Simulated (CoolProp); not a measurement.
Vapour-liquid equilibrium of n-decane (1) + n-dodecane (2) at 324.2 K; x and y are mole fractions of (1).

Values from CoolProp's multi-fluid Helmholtz-energy mixture model, Lemmon 2006 and Lemmon 2004; pair parameters Bell 2016.

Problem. Give the bubble pressure and the first vapour's composition at x = 0.65, 0.75, 0.95. Is there an azeotrope?

Solution. x = 0.65: 0.0006595 MPa, y = 0.932; x = 0.75: 0.0007382 MPa, y = 0.956; x = 0.95: 0.0008949 MPa, y = 0.992. No azeotrope shows between x = 0.05 and 0.95.

The pair parameters rest on a limited set of measurements; away from them the model extrapolates.
